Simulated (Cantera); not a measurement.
Gas-phase reforming

An isothermal, constant-pressure homogeneous reactor starts with CH₄ : CO₂ : H₂ : H₂O = 1 : 1.8 : 0.48 : 0.023 (molar parts), at 1625 K and 100000 Pa.

Computed with Cantera and GRI-Mech 3.0 (53 species, 325 reactions).

```json
[
 {"t (s)": "7.00e-5", "x CH₄": "0.302", "x CO₂": "0.545", "x H₂": "0.145", "x HO₂": "<1e-12", "x C₂H₆": "1.39e-5"},
 {"t (s)": "0.000252", "x CH₄": "0.302", "x CO₂": "0.544", "x H₂": "0.146", "x HO₂": "<1e-12", "x C₂H₆": "0.000182"},
 {"t (s)": "0.000910", "x CH₄": "0.298", "x CO₂": "0.542", "x H₂": "0.146", "x HO₂": "<1e-12", "x C₂H₆": "0.000566"},
 {"t (s)": "0.00328", "x CH₄": "0.284", "x CO₂": "0.530", "x H₂": "0.152", "x HO₂": "<1e-12", "x C₂H₆": "0.000619"},
 {"t (s)": "0.0118", "x CH₄": "0.240", "x CO₂": "0.484", "x H₂": "0.171", "x HO₂": "<1e-12", "x C₂H₆": "0.000451"},
 {"t (s)": "0.0427", "x CH₄": "0.146", "x CO₂": "0.356", "x H₂": "0.185", "x HO₂": "<1e-12", "x C₂H₆": "0.000209"},
 {"t (s)": "0.154", "x CH₄": "0.0478", "x CO₂": "0.176", "x H₂": "0.171", "x HO₂": "<1e-12", "x C₂H₆": "4.03e-5"},
 {"t (s)": "0.555", "x CH₄": "0.0221", "x CO₂": "0.116", "x H₂": "0.222", "x HO₂": "<1e-12", "x C₂H₆": "8.43e-6"},
 {"t (s)": "2.00", "x CH₄": "0.0146", "x CO₂": "0.0775", "x H₂": "0.291", "x HO₂": "<1e-12", "x C₂H₆": "2.77e-6"}
]
```
x: mole fraction; the columns are a selection and need not sum to one.

Equilibrium at this temperature and pressure: CH₄ 2.28e-7, CO₂ 0.0464, H₂ 0.363, HO₂ <1e-12, C₂H₆ <1e-12 (gas phase only).
